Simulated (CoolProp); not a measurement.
Aqueous ethanol as a coolant, at -13 °C, 1 atm.

Values from CoolProp's Melinder's fits for secondary coolants.

```json
[
 {"mass %": "27.2", "freezing point (°C)": "-17.5", "conductivity (W/(m K))": "0.402", "Prandtl number": "[?]", "cp (kJ/(kg K))": "4.199", "viscosity (mPa s)": "14.4"},
 {"mass %": "32.3", "freezing point (°C)": "-22.3", "conductivity (W/(m K))": "0.379", "Prandtl number": "163", "cp (kJ/(kg K))": "4.033", "viscosity (mPa s)": "15.3"},
 {"mass %": "37.5", "freezing point (°C)": "-27.3", "conductivity (W/(m K))": "0.357", "Prandtl number": "[?]", "cp (kJ/(kg K))": "[?]", "viscosity (mPa s)": "15.4"},
 {"mass %": "42.6", "freezing point (°C)": "-31.8", "conductivity (W/(m K))": "0.336", "Prandtl number": "162", "cp (kJ/(kg K))": "3.693", "viscosity (mPa s)": "14.8"},
 {"mass %": "47.7", "freezing point (°C)": "[?]", "conductivity (W/(m K))": "0.317", "Prandtl number": "152", "cp (kJ/(kg K))": "3.540", "viscosity (mPa s)": "[?]"},
 {"mass %": "52.8", "freezing point (°C)": "-39.6", "conductivity (W/(m K))": "0.299", "Prandtl number": "[?]", "cp (kJ/(kg K))": "[?]", "viscosity (mPa s)": "12.3"}
]
```

Problem. Some entries are withheld; supply them.

Solution. 
- 27.2, Prandtl number: 150
- 37.5, Prandtl number: 167
- 37.5, cp (kJ/(kg K)): 3.858
- 47.7, freezing point (°C): -35.9
- 47.7, viscosity (mPa s): 13.6
- 52.8, Prandtl number: 139
- 52.8, cp (kJ/(kg K)): 3.393
